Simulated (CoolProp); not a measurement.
A single-stage vapour-compression cycle with fluoroethane (R161): evaporating at 317.15 K (dew point), condensing at 360.15 K (bubble point), superheat 5 K, subcooling 5 K, compressor efficiency 0.8, no pressure losses. Each further row changes one setting.

The numbers come from the reference Helmholtz-energy equation of state, Wu 2012 in CoolProp.

```json
[
 {"case": "as stated", "cooling COP": "4.22", "pressure ratio": "2.50", "discharge temperature (K)": "381.5", "refrigerating effect (kJ/kg)": "212", "volumetric capacity (kJ/m³)": "7310"},
 {"case": "evaporating temperature 322.15 K", "cooling COP": "[?]", "pressure ratio": "[?]", "discharge temperature (K)": "[?]", "refrigerating effect (kJ/kg)": "[?]", "volumetric capacity (kJ/m³)": "8380"},
 {"case": "condensing temperature 355.15 K", "cooling COP": "5.04", "pressure ratio": "2.27", "discharge temperature (K)": "[?]", "refrigerating effect (kJ/kg)": "227", "volumetric capacity (kJ/m³)": "[?]"},
 {"case": "subcooling 10 K", "cooling COP": "4.53", "pressure ratio": "2.50", "discharge temperature (K)": "381.5", "refrigerating effect (kJ/kg)": "228", "volumetric capacity (kJ/m³)": "7840"},
 {"case": "superheat 15 K", "cooling COP": "[?]", "pressure ratio": "2.50", "discharge temperature (K)": "390.7", "refrigerating effect (kJ/kg)": "230", "volumetric capacity (kJ/m³)": "7410"},
 {"case": "compressor efficiency 0.7", "cooling COP": "[?]", "pressure ratio": "2.50", "discharge temperature (K)": "384.5", "refrigerating effect (kJ/kg)": "212", "volumetric capacity (kJ/m³)": "7310"}
]
```

**Question.** Fill in the missing entries.

**Answer.** 
- evaporating temperature 322.15 K, cooling COP: 4.96
- evaporating temperature 322.15 K, pressure ratio: 2.22
- evaporating temperature 322.15 K, discharge temperature (K): 379.5
- evaporating temperature 322.15 K, refrigerating effect (kJ/kg): 215
- condensing temperature 355.15 K, discharge temperature (K): 374.9
- condensing temperature 355.15 K, volumetric capacity (kJ/m³): 7800
- superheat 15 K, cooling COP: 4.26
- compressor efficiency 0.7, cooling COP: 3.69
